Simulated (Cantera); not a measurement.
Charge: 1 mol CH₃SiCl₃, 0.86 mol HCl, 61 mol H₂, held at 2125 K and 930 Pa.

Cantera equilibrium calculation (NASA polynomials, part measured and part estimated; ideal gas, pure solids and liquids). Candidate condensed phases: C, C₆H₆, C₇H₈, C₈H₁₈, Si, SiC; 109 gas species. The feed counts by its element totals alone. The tables' values for SiCl are old estimates; treat these amounts as uncertain. Gases not in the tables: Si₂H₆ and higher silanes. Rates play no part.

### Question
What is the equilibrium state?

### Answer
```
Quantity                                   Result
--------------------------------------  ---------
x(H₂)                                       0.903
x(HCl)                                     0.0552
x(H)                                       0.0358
x(Si)                                     0.00171
x(Cl)                                     0.00161
x(C₂H₂ (acetylene))                       0.00129
x(SiCl₂)                                 0.000645
x(SiCl)                                  0.000162
x(SiC₂)                                  0.000104
n(SiC(s))                               0.809 mol
gas amount                              66.23 mol
log10 activity of C(graphite) (absent)      -0.03
log10 activity of Si(l) (absent)            -1.04
```
